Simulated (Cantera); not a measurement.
A Cantera script and what it prints.

```python
import numpy as np
import cantera as ct

gas_names = [...]  # 113 gases of nasa_gas.yaml made of C, H, O, Ta
cond_names = """
    C(gr) C6H6(L) C7H8(L) C8H18(L),n-octa H2O(s) H2O(L) Ta(cr) Ta(L) TaC(s) TaC(L) Ta2O5(s) Ta2O5(L)
""".split()


# ... load() reads the species with a 1 bar reference pressure and builds the phases ...
atoms = {
    'Ta(OEt)5': {'Ta': 1, 'C': 10, 'H': 25, 'O': 5},
    'H2O': {'H': 2, 'O': 1},
}
top_T = {'C(gr)': 4500}  # K; cautious upper limits of use, not melting points


# ... equilibrate(T, P, feed) seeds the gas with the atoms and calls Mixture.equilibrate('TP', solver="vcs", rtol=1e-11, max_steps=5000) ...
results = []
feed = {'Ta(OEt)5': 1, 'H2O': 0.86}  # mol
P = 100000  # Pa
for T in [800, 850, 900, 950, 1000, 1050, 1100, 1150, 1200, 1250, 1300, 1350, 1400, 1450]:
    mix = equilibrate(T, P, feed)
    results.append((T, P, feed, dict(zip(mix.species_names, mix.species_moles))))

top = {s: max(r[3][s] / sum(r[3][g] for g in gas_names) for r in results) for s in gas_names}
cols = sorted((s for s in top if top[s] > 1e-05), key=lambda s: -top[s])[:7]
seen = [c for c in cond_names if any(r[3].get(c, 0) > 1e-12 for r in results)]
print("log10 of partial pressures in bar; condensed amounts in mol")
print(f"{'T/K':>10s}" + "".join(f"{s[:9]:>10s}" for s in cols + seen))
for T, P, feed, n in results:
    ng = sum(n[g] for g in gas_names)
    print(f"{T:10.4g}" + "".join(f"{np.log10(max(n[s] / ng * P / 1e5, 1e-99)):10.3f}" for s in cols)
          + "".join(f"{n.get(c, 0):10.4g}" for c in seen))
```

Output:

```
log10 of partial pressures in bar; condensed amounts in mol
       T/K        H2        CO       CH4       H2O       CO2     C(gr)    TaC(s)  Ta2O5(s)
       800    -0.343    -1.705    -0.557    -0.678    -1.415     6.321         0       0.5
       850    -0.251    -1.381    -0.708    -0.783    -1.428     6.715         0       0.5
       900    -0.191    -1.122    -0.887    -0.928    -1.498     6.903         0       0.5
       950    -0.153    -0.935    -1.082    -1.118    -1.647     6.867         0       0.5
      1000    -0.132    -0.817    -1.284    -1.352    -1.881     6.724         0       0.5
      1050    -0.119    -0.754    -1.481    -1.614    -2.178     6.607         0       0.5
      1100    -0.112    -0.723    -1.668    -1.883    -2.501     6.556         0       0.5
      1150    -0.107    -0.709    -1.845    -2.145    -2.822     6.548         0       0.5
      1200    -0.104    -0.703    -2.009    -2.392    -3.129     6.558         0       0.5
      1250    -0.102    -0.700    -2.163    -2.624    -3.416     6.572         0       0.5
      1300    -0.151    -0.542    -2.406    -2.733    -3.370     3.738    0.8204   0.08978
      1350    -0.160    -0.517    -2.560    -2.919    -3.568     3.115         1         0
      1400    -0.160    -0.516    -2.684    -3.105    -3.798     3.118         1         0
      1450    -0.159    -0.516    -2.800    -3.278    -4.011     3.121         1         0
```

Cantera equilibrium calculation (NASA polynomials, part measured and part estimated; ideal gas, pure solids and liquids). The feed counts by its element totals alone. Mutual solubility and eutectic melting of coexisting phases are not modelled. TaC: taken at fixed stoichiometry. Condensed phases not in the tables: Ta2C.
